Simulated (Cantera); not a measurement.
# Diamond growth

A diamond (100) surface in a fixed gas of H2 with x(CH4) = 0.022, x(H) = 0.0013, x(CH3) = 0.00088, at 1373 K; coverages are run to steady state.

Detailed kinetics in Cantera: the Harris–Goodwin 1993 mechanism for the reconstructed diamond (100) surface.

```tsv
P (Pa)	growth (µm/h)	θ c6HH	θ c6H*	θ c6*H	θ c6**	θ c6HM
980	0.288	0.394	0.0540	0.514	0.0357	6.98e-5
1500	0.593	0.394	0.0539	0.514	0.0353	0.000110
2400	1.26	0.394	0.0539	0.513	0.0349	0.000184
3800	2.51	0.394	0.0538	0.513	0.0345	0.000302
5900	4.65	0.394	0.0538	0.512	0.0341	0.000484
9200	8.42	0.394	0.0537	0.511	0.0338	0.000773
14000	14.5	0.393	0.0537	0.511	0.0335	0.00119
23000	27.2	0.393	0.0536	0.510	0.0333	0.00197
```
θ: site fractions in the mechanism's names (c6HH fully hydrogenated, c6H* and c6*H radical sites, c6** diradical, c6HM methylated).
